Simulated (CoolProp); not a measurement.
Aqueous sodium chloride as a coolant, at -3 °C, 1 atm.

The numbers come from the Melinder's fits for secondary coolants in CoolProp.

```tsv
mass %	freezing point (°C)	viscosity (mPa s)	conductivity (W/(m K))	density (kg/m³)	cp (kJ/(kg K))
6.8	-4.2	2.14	0.552	1052	3.820
8.7	-5.6	2.22	0.551	1067	3.735
10.6	?	2.31	0.550	1082	3.659
12.4	-8.5	?	0.549	1096	3.595
14.3	-10.2	2.52	0.548	1112	3.533
16.1	-12.0	2.65	0.547	?	3.480
18	-14.1	2.80	0.545	1142	3.429
19.8	-16.2	?	0.543	?	?
```

### Question
Some entries are withheld; supply them.

### Answer

- 10.6, freezing point (°C): -7.0
- 12.4, viscosity (mPa s): 2.41
- 16.1, density (kg/m³): 1126
- 19.8, viscosity (mPa s): 2.96
- 19.8, density (kg/m³): 1156
- 19.8, cp (kJ/(kg K)): 3.383
